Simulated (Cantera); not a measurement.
A closed system holds: 1 mol SiHCl₃, 6.3 mol H₂, at 0.900 Torr.

Equilibrium computed with Cantera from the NASA thermochemical tables; the gas is ideal and each condensed phase is pure. Candidate condensed phases: Si; 19 gas species. The numbers say what is thermodynamically allowed, not how fast it happens.

### Question
What share of the Si ends up in condensed phases as a function of T (K), at 1075, 1125, 1175, 1225, 1275, 1325, 1375, 1425, 1475?

### Answer
| T (K) | Si condensed (%) | as |
|---|---|---|
| 1075 | 32.3 | Si(s) |
| 1125 | 30.9 | Si(s) |
| 1175 | 27.6 | Si(s) |
| 1225 | 23.8 | Si(s) |
| 1275 | 20.8 | Si(s) |
| 1325 | 18.7 | Si(s) |
| 1375 | 17.1 | Si(s) |
| 1425 | 15.9 | Si(s) |
| 1475 | 14.8 | Si(s) |
